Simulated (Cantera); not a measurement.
A closed system holds: 1 mol Fe₂O₃, 22 mol HCl, held at 1102 °C and 1.43 Torr.

Cantera equilibrium calculation (NASA polynomials, part measured and part estimated; ideal gas, pure solids and liquids). Candidate condensed phases: Fe, FeCl₂, FeCl₃, FeO, Fe(OH)₂, Fe(OH)₃, Fe₂O₃, Fe₃O₄, H₂O; 22 gas species. Equilibrium is a limit: real reactors are often held back by kinetics, nucleation or transport.

Base state: HCl 0.772, H₂O 0.101, FeCl₂ 0.0874, Cl 0.0211, O₂ 0.0158, Cl₂ 0.00155, FeCl₃ 0.00113, OH 6.02e-5 (mole fractions); condensed: gas only.

Question: What changes in the equilibrium state with this change: temperature from 1102 °C to 775 °C?

Answer: 
```tsv
species	before	after
HCl	0.772	0.943
H₂O	0.101	0.0299
FeCl₂	0.0874	0.0136
O₂	0.0158	0.000306
Cl	0.0211	0.00132
OH	6.02e-5	1.44e-7
FeCl₃	0.00113	0.00673
Cl₂	0.00155	0.00553
Fe₂O₃(s), mol	0	0.777
```

Question: What changes in the equilibrium state with this change: temperature from 1102 °C to 1300 °C?

Answer: 
```tsv
species	before	after
HCl	0.772	0.741
H₂O	0.101	0.112
FeCl₂	0.0874	0.0876
Cl	0.0211	0.0487
O₂	0.0158	0.00945
H	1.87e-7	1.06e-5
H₂	5.65e-6	0.000128
O	1.83e-6	2.33e-5
```
